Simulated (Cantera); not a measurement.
Cantera run:

```python
import numpy as np
import cantera as ct

gas_names = """
    H H2 N NH NH2 NH3 N2 N2H2 N2H4 Si SiH SiH2 SiH3 SiH4 SiN Si2 Si2N Si3
""".split()
cond_names = """
    Si(cr) Si(L) Si3N4(a)
""".split()


# ... load() reads the species with a 1 bar reference pressure and builds the phases ...
atoms = {
    'Si3H8': {'Si': 3, 'H': 8},
    'N2': {'N': 2},
}
top_T = {'Si3N4(a)': 2400}  # K; cautious upper limits of use, not melting points


# ... equilibrate(T, P, feed) seeds the gas with the atoms and calls Mixture.equilibrate('TP', solver="vcs", rtol=1e-11, max_steps=5000) ...
results = []
feed = {'Si3H8': 1, 'N2': 5.7}  # mol
T = 1773  # K
P = 140000  # Pa
mix = equilibrate(T, P, feed)
results.append((T, P, feed, dict(zip(mix.species_names, mix.species_moles))))
x = sorted(zip(gas.X, gas.species_names), reverse=True)
print(f"T = {T:g} K  P = {P:g} Pa  gas = {mix.phase_moles(0):.4g} mol")
print("   x: " + "  ".join(f"{s} {v:.3e}" for v, s in x if v > 0.001))
print("   condensed (mol): " + ("  ".join(f"{mix.phase(i).name} {mix.phase_moles(i):.4g}"
      for i in range(1, mix.n_phases) if mix.phase_moles(i) > 1e-12) or "none"))
```

It prints:

```
T = 1773 K  P = 140000 Pa  gas = 7.701 mol
   x: H2 5.193e-01  N2 4.805e-01
   condensed (mol): Si3N4(a) 1
```

Equilibrium computed with Cantera from the NASA thermochemical tables; the gas is ideal and each condensed phase is pure. The feed counts by its element totals alone.
